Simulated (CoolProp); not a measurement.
Vapour-liquid equilibrium of propane (1) + R236EA (2) at 672 kPa; x and y are mole fractions of (1).

Model: multi-fluid Helmholtz-energy mixture model, Lemmon 2009 and Rui 2013; pair parameters Bell 2016, in CoolProp.

| x | bubble temperature (K) | y at the bubble point | dew temperature at overall composition x (K) | liquid density (mol/L) |
|---|---|---|---|---|
| 0.05 | 325.7 | 0.271 | 335.2 | 8.791 |
| 0.2 | 302.9 | 0.661 | 328.9 | 9.448 |
| 0.35 | 293.8 | 0.770 | 321.8 | 9.821 |
| 0.5 | 290.2 | 0.812 | 313.7 | 10.11 |
| 0.65 | 288.2 | 0.841 | 303.7 | 10.43 |
| 0.8 | 286.5 | 0.880 | 291.2 | 10.85 |
| 0.95 | 285.2 | 0.957 | 285.3 | 11.40 |

No azeotrope shows between x = 0.05 and 0.95.

The pair parameters rest on a limited set of measurements; away from them the model extrapolates. With so large a gap from Raoult's law the liquid may split in two, which this calculation doesn't test in full.
